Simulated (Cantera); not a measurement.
Input (Python, Cantera):

```python
import numpy as np
import cantera as ct

gas = ct.Solution("gri30.yaml")
gas.TPX = 1975, 170000, {'NO': 1, 'N2': 27}
reactor = ct.IdealGasConstPressureReactor(gas, energy="off", clone=False)
net = ct.ReactorNet([reactor])
net.rtol, net.atol = 1e-08, 1e-18
show = ['NO', 'O2', 'N2', 'NO2', 'N2O']
times = np.geomspace(0.0001, 5, 15)

steps = ct.SolutionArray(gas, extra=["t"])
rows = []
print(f"{'t/s':>10s}{'T/K':>9s}{'P/Pa':>11s}" + "".join(f"{s:>11s}" for s in show))
for t in times:
    while net.time < t:
        t_next = net.step()
        steps.append(gas.state, t=t_next)
    rows.append([np.interp(t, steps.t, y) for y in (steps.T, steps.P, *steps(*show).X.T)])
    print(f"{t:10.3e}{rows[-1][0]:9.1f}{rows[-1][1]:11.4g}" + "".join(f"{x:11.3e}" for x in rows[-1][2:]))
rate = np.gradient(steps.T, steps.t)
print("integrator steps:", len(steps.t))
if steps.T.max() > steps.T[0] + 200:
    print(f"time of steepest temperature rise: {steps.t[rate.argmax()]:.4e} s")
gas.TPX = 1975, 170000, {'NO': 1, 'N2': 27}
gas.equilibrate("TP")
print(f"equilibrium (TP): T = {gas.T:.1f} K  " + "  ".join(f"{s} {gas[s].X[0]:.3e}" for s in show))
```

It prints:

```
       t/s      T/K       P/Pa         NO         O2         N2        NO2        N2O
 1.000e-04   1975.0    1.7e+05  3.571e-02  7.985e-10  9.643e-01  4.851e-08  1.784e-07
 2.166e-04   1975.0    1.7e+05  3.571e-02  3.926e-09  9.643e-01  1.453e-07  3.240e-07
 4.691e-04   1975.0    1.7e+05  3.571e-02  2.152e-08  9.643e-01  4.026e-07  4.994e-07
 1.016e-03   1975.0    1.7e+05  3.571e-02  1.338e-07  9.643e-01  1.032e-06  6.140e-07
 2.201e-03   1975.0    1.7e+05  3.570e-02  8.910e-07  9.643e-01  2.286e-06  6.438e-07
 4.767e-03   1975.0    1.7e+05  3.569e-02  5.207e-06  9.643e-01  3.852e-06  6.558e-07
 1.032e-02   1975.0    1.7e+05  3.565e-02  2.030e-05  9.643e-01  4.528e-06  6.602e-07
 2.236e-02   1975.0    1.7e+05  3.558e-02  5.579e-05  9.643e-01  4.673e-06  6.588e-07
 4.843e-02   1975.0    1.7e+05  3.543e-02  1.333e-04  9.644e-01  4.907e-06  6.551e-07
 1.049e-01   1975.0    1.7e+05  3.508e-02  3.034e-04  9.646e-01  5.371e-06  6.469e-07
 2.272e-01   1975.0    1.7e+05  3.433e-02  6.793e-04  9.650e-01  6.221e-06  6.281e-07
 4.921e-01   1975.0    1.7e+05  3.265e-02  1.513e-03  9.658e-01  7.570e-06  5.858e-07
 1.066e+00   1975.0    1.7e+05  2.903e-02  3.317e-03  9.676e-01  9.140e-06  4.979e-07
 2.308e+00   1975.0    1.7e+05  2.202e-02  6.817e-03  9.711e-01  9.531e-06  3.546e-07
 5.000e+00   1975.0    1.7e+05  1.194e-02  1.186e-02  9.761e-01  6.698e-06  2.235e-07
integrator steps: 655
equilibrium (TP): T = 1975.0 K  NO 2.257e-03  O2 1.670e-02  N2 9.810e-01  NO2 1.491e-06  N2O 1.850e-07
```

Detailed kinetics in Cantera: GRI-Mech 3.0 (53 species, 325 reactions).
